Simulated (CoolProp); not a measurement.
Vapour-liquid equilibrium of propylene (1) + R114 (2) at 7.34 bar; x and y are mole fractions of (1).

Model: multi-fluid Helmholtz-energy mixture model, Lemmon 2013 and Platzer 1990; pair parameters Bell 2016, in CoolProp. This equation is an older, rougher fit; its heat capacities, sound speeds and derivatives of the liquid may be far off and weren't checked against measurements.

```
x      bubble temperature, mixture model (°C)  bubble temperature, Raoult's law (°C)  y, mixture model  y, Raoult's law
-----  --------------------------------------  -------------------------------------  ----------------  ---------------
0.05                                     62.8                                   63.4             0.170            0.184
0.125                                    53.3                                   55.1             0.374            0.390
0.2                                      45.1                                   48.1             0.525            0.537
0.275                                    38.3                                   42.0             0.634            0.646
0.35                                      [?]                                   36.7               [?]            0.728
0.425                                    28.0                                   31.9             0.771            0.791
0.5                                      24.2                                   27.7             0.816            0.841
0.575                                    21.0                                   23.9             0.852            0.880
0.65                                      [?]                                   20.5             0.882            0.912
0.725                                     [?]                                   17.4             0.908            0.938
0.8                                      13.4                                   14.5               [?]            0.959
0.875                                    11.3                                   11.8             0.957            0.977
0.95                                      9.2                                    9.4             0.982            0.991
```

Q: Complete the blanks.

A: 
- 0.35, bubble temperature, mixture model (°C): 32.7
- 0.35, y, mixture model: 0.713
- 0.65, bubble temperature, mixture model (°C): 18.2
- 0.725, bubble temperature, mixture model (°C): 15.7
- 0.8, y, mixture model: 0.933

The largest gap from Raoult's law is -4.0 K in bubble temperature, at x = 0.35. No azeotrope shows between x = 0.05 and 0.95.

The pair parameters rest on a limited set of measurements; away from them the model extrapolates.
